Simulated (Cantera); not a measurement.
Formation from one mole of O2

Standard-state values (1 bar) from the NASA 1993 polynomials, evaluated with Cantera. Values are per mole of reaction as written; species without (g) are pure solids or liquids, kept so even where they would boil at 1 bar.

C + O2(g) ⇌ CO2(g)

| T (K) | ΔH° (kJ) | ΔS° (J/K) | ΔG° (kJ) | log10 K |
|---|---|---|---|---|
| 300 | -393.5 | 2.9 | -394.4 | 68.67 |
| 773 | -394.1 | 1.8 | -395.5 | 26.73 |
| 823 | -394.2 | 1.7 | -395.6 | 25.11 |
| 873 | -394.3 | 1.5 | -395.7 | 23.67 |
| 923 | -394.4 | 1.4 | -395.8 | 22.40 |
| 973 | -394.6 | 1.3 | -395.8 | 21.25 |
| 1023 | -394.7 | 1.2 | -395.9 | 20.21 |
| 1073 | -394.8 | 1.1 | -395.9 | 19.27 |
| 1123 | -394.9 | 1.0 | -396.0 | 18.42 |
| 1173 | -395.0 | 0.9 | -396.0 | 17.64 |
| 1223 | -395.1 | 0.8 | -396.1 | 16.92 |
| 1273 | -395.2 | 0.7 | -396.1 | 16.25 |

2 H2(g) + O2(g) ⇌ 2 H2O(g)

| T (K) | ΔH° (kJ) | ΔS° (J/K) | ΔG° (kJ) | log10 K |
|---|---|---|---|---|
| 300 | -483.7 | -89.0 | -457.0 | 79.57 |
| 773 | -492.5 | -106.9 | -409.9 | 27.69 |
| 823 | -493.2 | -107.8 | -404.5 | 25.67 |
| 873 | -494.0 | -108.7 | -399.1 | 23.88 |
| 923 | -494.7 | -109.5 | -393.6 | 22.27 |
| 973 | -495.4 | -110.2 | -388.1 | 20.84 |
| 1023 | -496.0 | -110.9 | -382.6 | 19.53 |
| 1073 | -496.6 | -111.4 | -377.0 | 18.35 |
| 1123 | -497.2 | -112.0 | -371.4 | 17.28 |
| 1173 | -497.7 | -112.4 | -365.8 | 16.29 |
| 1223 | -498.2 | -112.8 | -360.2 | 15.38 |
| 1273 | -498.7 | -113.2 | -354.6 | 14.55 |

2 C + O2(g) ⇌ 2 CO(g)

```
T (K)  ΔH° (kJ)  ΔS° (J/K)  ΔG° (kJ)  log10 K
-----  --------  ---------  --------  -------
300      -221.0      178.8    -274.7    47.82
773      -221.6      179.3    -360.2    24.34
823      -222.1      178.7    -369.1    23.43
873      -222.6      178.1    -378.0    22.62
923      -223.1      177.5    -386.9    21.90
973      -223.7      176.9    -395.8    21.25
1023     -224.2      176.3    -404.6    20.66
1073     -224.8      175.8    -413.4    20.13
1123     -225.5      175.2    -422.2    19.64
1173     -226.1      174.7    -431.0    19.19
1223     -226.7      174.1    -439.7    18.78
1273     -227.4      173.6    -448.4    18.40
```

0.8 V + O2(g) ⇌ 0.4 V2O5

```json
[
 {"T (K)": "300", "ΔH° (kJ)": "-620.2", "ΔS° (J/K)": "-176.0", "ΔG° (kJ)": "-567.4", "log10 K": "98.80", "condensed phases": "V(s), V2O5(s)"},
 {"T (K)": "773", "ΔH° (kJ)": "-614.8", "ΔS° (J/K)": "-166.0", "ΔG° (kJ)": "-486.5", "log10 K": "32.87", "condensed phases": "V(s), V2O5(s)"},
 {"T (K)": "823", "ΔH° (kJ)": "-614.1", "ΔS° (J/K)": "-165.1", "ΔG° (kJ)": "-478.2", "log10 K": "30.35", "condensed phases": "V(s), V2O5(s)"},
 {"T (K)": "873", "ΔH° (kJ)": "-613.4", "ΔS° (J/K)": "-164.3", "ΔG° (kJ)": "-470.0", "log10 K": "28.12", "condensed phases": "V(s), V2O5(s)"},
 {"T (K)": "923", "ΔH° (kJ)": "-612.7", "ΔS° (J/K)": "-163.5", "ΔG° (kJ)": "-461.8", "log10 K": "26.13", "condensed phases": "V(s), V2O5(s)"},
 {"T (K)": "973", "ΔH° (kJ)": "-586.1", "ΔS° (J/K)": "-135.3", "ΔG° (kJ)": "-454.5", "log10 K": "24.40", "condensed phases": "V(s), V2O5(l)"},
 {"T (K)": "1023", "ΔH° (kJ)": "-585.2", "ΔS° (J/K)": "-134.4", "ΔG° (kJ)": "-447.7", "log10 K": "22.86", "condensed phases": "V(s), V2O5(l)"},
 {"T (K)": "1073", "ΔH° (kJ)": "-584.4", "ΔS° (J/K)": "-133.6", "ΔG° (kJ)": "-441.0", "log10 K": "21.47", "condensed phases": "V(s), V2O5(l)"},
 {"T (K)": "1123", "ΔH° (kJ)": "-583.5", "ΔS° (J/K)": "-132.8", "ΔG° (kJ)": "-434.4", "log10 K": "20.20", "condensed phases": "V(s), V2O5(l)"},
 {"T (K)": "1173", "ΔH° (kJ)": "-582.8", "ΔS° (J/K)": "-132.2", "ΔG° (kJ)": "-427.7", "log10 K": "19.05", "condensed phases": "V(s), V2O5(l)"},
 {"T (K)": "1223", "ΔH° (kJ)": "-582.0", "ΔS° (J/K)": "-131.5", "ΔG° (kJ)": "-421.1", "log10 K": "17.99", "condensed phases": "V(s), V2O5(l)"},
 {"T (K)": "1273", "ΔH° (kJ)": "-581.2", "ΔS° (J/K)": "-130.9", "ΔG° (kJ)": "-414.6", "log10 K": "17.01", "condensed phases": "V(s), V2O5(l)"}
]
```
